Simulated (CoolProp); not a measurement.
Propylene along the isobar 14.7 MPa: density (kg/m³) from the reference equation and from simpler models built on Tc = 364.2 K, pc = 4.555 MPa, ω = 0.146; each cubic takes its own stable root.

Computed with CoolProp (reference Helmholtz-energy equation of state, Lemmon 2013).

```tsv
T (K)	phase	reference
108	liquid	750.4
127.8	liquid	728.9
147.7	liquid	707.7
167.6	liquid	686.7
187.4	liquid	665.8
207.3	liquid	644.7
227.1	liquid	623.2
247	liquid	601.1
266.8	liquid	578.4
286.7	liquid	554.5
306.5	liquid	529.5
326.4	liquid	502.6
346.2	liquid	473.7
366.1	supercritical	442.0
385.9	supercritical	407.0
```

How far does each simpler model (van der Waals, Redlich-Kwong, Soave-Redlich-Kwong, Peng-Robinson) lie from the reference over these 15 states: mean and median of the absolute difference, and the worst?


- van der Waals: mean 32.9 %, median 33.8 %, worst -38.2 % at 108 K and 14.7 MPa
- Redlich-Kwong: mean 7.2 %, median 7.0 %, worst -8.8 % at 108 K and 14.7 MPa
- Soave-Redlich-Kwong: mean 6.7 %, median 6.4 %, worst -9.3 % at 385.9 K and 14.7 MPa
- Peng-Robinson: mean 4.6 %, median 5.0 %, worst +6.8 % at 247 K and 14.7 MPa
